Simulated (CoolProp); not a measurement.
Model: reference Helmholtz-energy equation of state, Lemmon 2006, in CoolProp. It is a short technical equation, of lower accuracy than the large ones.

Q: Give the vapour pressure (MPa), vapour density (kg/m³), surface tension (mN/m), liquid conductivity (mW/(m K)) of saturated C2F6 (R116) at -24.65, -14.85 °C.

A: 
```
T (°C)  p (MPa)  vapour density (kg/m³)  surface tension (mN/m)  liquid conductivity (mW/(m K))
------  -------  ----------------------  ----------------------  ------------------------------
-24.65    0.907                    76.9                    4.20                            54.9
-14.85     1.22                     107                    3.09                            50.8
```

Thermal conductivity comes from a separate model (Huber 2003), an estimate that may be off by 10 % or more. Surface tension comes from a separate correlation (Mulero 2012).
